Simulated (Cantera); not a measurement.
A perfectly stirred reactor is fed with 4.00 % NH3, 96.0 % N2, at 0.0133 bar; it is held at 2025 K, and followed from long to short residence time.

Model: the gas-phase N/H chemistry of the illustrative SiF4/NH3 mechanism in the Surface Chemkin manual (1991), integrated in Cantera. Walls and surfaces, which speed up NH3 decomposition in real reactors, are not modelled.

x: mole fraction; the columns are a selection and need not sum to one.

```
τ (s)     x NH3      x H    x N2H2      x NH    x N2H4       x N
-------  ------  -------  --------  --------  --------  --------
0.97     0.0190  8.92e-5   2.49e-7   1.08e-5  1.30e-10   2.25e-6
0.23     0.0306  4.39e-5   5.14e-7   1.23e-5  3.72e-10   1.60e-6
0.054    0.0375  1.43e-5   5.63e-7   8.28e-6  6.83e-10   3.92e-7
0.013    0.0397  1.35e-6   8.48e-8   1.73e-6  1.68e-10   1.63e-8
0.0030   0.0400      [?]       [?]       [?]  9.49e-12       [?]
0.00069  0.0400      [?]  1.31e-10       [?]    <1e-12  2.44e-11
0.00016  0.0400  3.87e-7  4.43e-12  2.94e-10    <1e-12    <1e-12
```

Q: Some entries are withheld; supply them.

A: 
- 0.0030, x H: 5.85e-7
- 0.0030, x N2H2: 3.54e-9
- 0.0030, x NH: 1.89e-7
- 0.0030, x N: 1.50e-9
- 0.00069, x H: 5.18e-7
- 0.00069, x NH: 8.94e-9
